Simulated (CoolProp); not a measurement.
Vapour pressure (MPa) of R1233zd(E): the reference equation beside estimates from Tc = 438.9 K, pc = 3.583 MPa, ω = 0.304. Clausius-Clapeyron is anchored at 231.5 K with a constant enthalpy of vaporisation of 28.88 kJ/mol.

The numbers come from the reference Helmholtz-energy equation of state, Akasaka 2022 in CoolProp.

| T (K) | reference | Lee-Kesler | Clausius-Clapeyron | Redlich-Kwong | Soave-Redlich-Kwong | Peng-Robinson |
|---|---|---|---|---|---|---|
| 216.9 | 0.001873 | 0.001754 | 0.001908 | 0.006879 | 0.001808 | 0.001973 |
| 221.8 | 0.002693 | 0.002529 | 0.002717 | 0.009379 | 0.002602 | 0.002813 |
| 226.6 | 0.003775 | 0.003557 | 0.003786 | 0.01250 | 0.003650 | 0.003915 |
| 231.5 | 0.005237 | 0.004952 | 0.005237 | 0.01650 | 0.005070 | 0.005396 |
| 236.4 | 0.007148 | 0.006786 | 0.007147 | 0.02146 | 0.006932 | 0.007325 |
| 241.2 | 0.009554 | 0.009107 | 0.009574 | 0.02741 | 0.009280 | 0.009744 |
| 246.1 | 0.01267 | 0.01213 | 0.01275 | 0.03475 | 0.01233 | 0.01287 |
| 250.9 | 0.01649 | 0.01585 | 0.01671 | 0.04336 | 0.01608 | 0.01669 |
| 255.8 | 0.02132 | 0.02058 | 0.02178 | 0.05377 | 0.02084 | 0.02151 |
| 260.6 | 0.02712 | 0.02629 | 0.02796 | 0.06574 | 0.02656 | 0.02729 |
| 265.5 | 0.03430 | 0.03338 | 0.03576 | 0.07997 | 0.03366 | 0.03444 |
| 270.3 | 0.04275 | 0.04177 | 0.04511 | 0.09607 | 0.04205 | 0.04284 |
| 275.2 | 0.05303 | 0.05201 | 0.05671 | 0.1149 | 0.05227 | 0.05306 |
| 280.1 | 0.06520 | 0.06418 | 0.07072 | 0.1364 | 0.06440 | 0.06515 |
| 284.9 | 0.07918 | 0.07819 | 0.08715 | 0.1603 | 0.07837 | 0.07904 |

Absolute difference from the reference over all 15 rows, mean and median: Lee-Kesler 3.9 and 3.9 %, Clausius-Clapeyron 3.0 and 1.9 %, Redlich-Kwong 171.1 and 162.9 %, Soave-Redlich-Kwong 2.4 and 2.5 %, Peng-Robinson 1.7 and 1.2 %.
